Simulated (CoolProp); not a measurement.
Saturation properties of C2F6 (R116) (Tc = 19.9 °C, pc = 3048 kPa, ω = 0.257).

Model: reference Helmholtz-energy equation of state, Lemmon 2006, in CoolProp. It is a short technical equation, of lower accuracy than the large ones.

| T (°C) | p (kPa) | liquid density (kg/m³) | vapour viscosity (µPa s) |
|---|---|---|---|
| -66.25 | 183.7 | 1551 | 9.65 |
| -55.05 | 301.5 | 1497 | 10.1 |
| -43.95 | 467.4 | 1440 | 10.7 |
| -32.85 | 693.5 | ___ | 11.2 |
| -21.65 | 995.4 | ___ | 11.9 |
| -10.55 | 1382 | 1227 | ___ |
| 0.55 | 1871 | 1129 | 14.4 |
| 11.75 | ___ | 988.5 | 17.7 |

### Question
Fill in the missing entries.

### Answer

- -32.85, liquid density (kg/m³): 1377
- -21.65, liquid density (kg/m³): 1307
- -10.55, vapour viscosity (µPa s): 12.8
- 11.75, p (kPa): 2492

It boils at -78.1 °C under 1 atm.

Viscosity comes from a separate model (Huber 2003), an estimate that may be off by 10 % or more.
